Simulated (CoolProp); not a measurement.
n-decane along the isobar 0.101 MPa: Z from the reference equation and from simpler models built on Tc = 617.7 K, pc = 2.101 MPa, ω = 0.488; each cubic takes its own stable root.

The numbers come from the reference Helmholtz-energy equation of state, Lemmon 2006 in CoolProp. It is a short technical equation, of lower accuracy than the large ones.

```json
[
 {"T (K)": "314", "phase": "liquid", "reference": "0.007707"},
 {"T (K)": "320.4", "phase": "liquid", "reference": "0.007606"},
 {"T (K)": "326.7", "phase": "liquid", "reference": "0.007511"},
 {"T (K)": "333.1", "phase": "liquid", "reference": "0.007420"},
 {"T (K)": "339.5", "phase": "liquid", "reference": "0.007333"},
 {"T (K)": "345.9", "phase": "liquid", "reference": "0.007250"},
 {"T (K)": "352.2", "phase": "liquid", "reference": "0.007172"},
 {"T (K)": "358.6", "phase": "liquid", "reference": "0.007097"},
 {"T (K)": "365", "phase": "liquid", "reference": "0.007025"},
 {"T (K)": "371.3", "phase": "liquid", "reference": "0.006958"},
 {"T (K)": "377.7", "phase": "liquid", "reference": "0.006894"},
 {"T (K)": "384.1", "phase": "liquid", "reference": "0.006833"},
 {"T (K)": "390.4", "phase": "liquid", "reference": "0.006776"},
 {"T (K)": "396.8", "phase": "liquid", "reference": "0.006721"},
 {"T (K)": "403.2", "phase": "liquid", "reference": "0.006670"},
 {"T (K)": "409.6", "phase": "liquid", "reference": "0.006621"}
]
```

### Question
How far does each simpler model (van der Waals, Redlich-Kwong, Soave-Redlich-Kwong, Peng-Robinson) lie from the reference over these 16 states: mean and median of the absolute difference, and the worst?

### Answer
- van der Waals: mean 10238.9 %, median 13334.8 %, worst +14423.5 % at 409.6 K and 0.101 MPa
- Redlich-Kwong: mean 912.2 %, median 26.6 %, worst +14193.9 % at 409.6 K and 0.101 MPa
- Soave-Redlich-Kwong: mean 19.7 %, median 19.5 %, worst +21.0 % at 314 K and 0.101 MPa
- Peng-Robinson: mean 6.3 %, median 6.1 %, worst +7.7 % at 314 K and 0.101 MPa

At some of these states van der Waals, Redlich-Kwong gives the other phase, because its saturation line lies elsewhere.
